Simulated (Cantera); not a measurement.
A Cantera script and its output.

```python
import numpy as np
import cantera as ct

gas = ct.Solution("gri30.yaml")
gas.TPX = 1273, 500000, {'H2': 1, 'O2': 1.39, 'N2': 5.22, 'NO': 0.019}
reactor = ct.IdealGasReactor(gas, energy="on", clone=False)
net = ct.ReactorNet([reactor])
net.rtol, net.atol = 1e-08, 1e-16
show = ['H2', 'O2', 'NO', 'H2O2', 'OH']
times = np.geomspace(2e-06, 3, 13)

steps = ct.SolutionArray(gas, extra=["t"])
rows = []
print(f"{'t/s':>10s}{'T/K':>9s}{'P/Pa':>11s}" + "".join(f"{s:>11s}" for s in show))
for t in times:
    while net.time < t:
        t_next = net.step()
        steps.append(gas.state, t=t_next)
    rows.append([np.interp(t, steps.t, y) for y in (steps.T, steps.P, *steps(*show).X.T)])
    print(f"{t:10.3e}{rows[-1][0]:9.1f}{rows[-1][1]:11.4g}" + "".join(f"{x:11.3e}" for x in rows[-1][2:]))
rate = np.gradient(steps.T, steps.t)
print("integrator steps:", len(steps.t))
if steps.T.max() > steps.T[0] + 200:
    print(f"time of steepest temperature rise: {steps.t[rate.argmax()]:.4e} s")
gas.TPX = 1273, 500000, {'H2': 1, 'O2': 1.39, 'N2': 5.22, 'NO': 0.019}
gas.equilibrate("UV")
print(f"equilibrium (UV): T = {gas.T:.1f} K  " + "  ".join(f"{s} {gas[s].X[0]:.3e}" for s in show))
```

Result:

```
       t/s      T/K       P/Pa         H2         O2         NO       H2O2         OH
 2.000e-06   1273.0      5e+05  1.311e-01  1.822e-01  2.490e-03  1.099e-09  6.798e-08
 6.542e-06   1280.8  5.028e+05  1.292e-01  1.811e-01  2.463e-03  5.222e-06  1.603e-04
 2.140e-05   2384.5  8.774e+05  5.157e-04  1.226e-01  2.690e-03  7.604e-07  6.368e-03
 6.999e-05   2388.4  8.786e+05  4.466e-04  1.228e-01  2.735e-03  7.775e-07  5.971e-03
 2.289e-04   2388.1  8.785e+05  4.460e-04  1.227e-01  2.874e-03  7.766e-07  5.964e-03
 7.489e-04   2386.9  8.781e+05  4.439e-04  1.225e-01  3.316e-03  7.738e-07  5.939e-03
 2.449e-03   2383.6  8.768e+05  4.377e-04  1.219e-01  4.639e-03  7.655e-07  5.868e-03
 8.012e-03   2375.6  8.738e+05  4.230e-04  1.203e-01  7.835e-03  7.456e-07  5.696e-03
 2.621e-02   2365.4    8.7e+05  4.050e-04  1.184e-01  1.184e-02  7.211e-07  5.485e-03
 8.572e-02   2362.8   8.69e+05  4.006e-04  1.179e-01  1.285e-02  7.150e-07  5.433e-03
 2.804e-01   2362.8   8.69e+05  4.006e-04  1.179e-01  1.286e-02  7.150e-07  5.432e-03
 9.172e-01   2362.8   8.69e+05  4.006e-04  1.179e-01  1.286e-02  7.150e-07  5.432e-03
 3.000e+00   2362.8   8.69e+05  4.006e-04  1.179e-01  1.286e-02  7.150e-07  5.432e-03
integrator steps: 1135
time of steepest temperature rise: 8.6415e-06 s
equilibrium (UV): T = 2362.8 K  H2 4.006e-04  O2 1.179e-01  NO 1.286e-02  H2O2 7.150e-07  OH 5.432e-03
```

Computed with Cantera and GRI-Mech 3.0 (53 species, 325 reactions). The hydrogen kinetics of GRI-Mech 3.0 are dated; newer H2 mechanisms differ, most at raised pressure. The mechanism lacks 2 NO + O2 → 2 NO2 and HONO, so NO2 and the effect of NO are under-described below about 1400 K.
